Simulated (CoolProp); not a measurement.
Oxygen along the isobar 27 MPa: fugacity coefficient from the reference equation and from simpler models built on Tc = 154.6 K, pc = 5.046 MPa, ω = 0.022; each cubic takes its own stable root.

Model: reference Helmholtz-energy equation of state, Schmidt 1985, in CoolProp.

```csv
T (K),phase,reference
87.9,liquid,0.007778
111.1,liquid,0.04588
134.2,liquid,0.1323
157.4,supercritical,0.2609
180.6,supercritical,0.4079
203.7,supercritical,0.5483
226.9,supercritical,0.6686
250.1,supercritical,0.7642
273.2,supercritical,0.8376
296.4,supercritical,0.8940
```

How far does each simpler model (van der Waals, Redlich-Kwong, Soave-Redlich-Kwong, Peng-Robinson) lie from the reference over these 10 states: mean and median of the absolute difference, and the worst?


- van der Waals: mean 76.7 %, median 7.6 %, worst +484.9 % at 87.9 K and 27 MPa
- Redlich-Kwong: mean 4.7 %, median 1.9 %, worst -28.0 % at 87.9 K and 27 MPa
- Soave-Redlich-Kwong: mean 3.2 %, median 3.4 %, worst +4.1 % at 180.6 K and 27 MPa
- Peng-Robinson: mean 6.3 %, median 5.9 %, worst -9.4 % at 87.9 K and 27 MPa
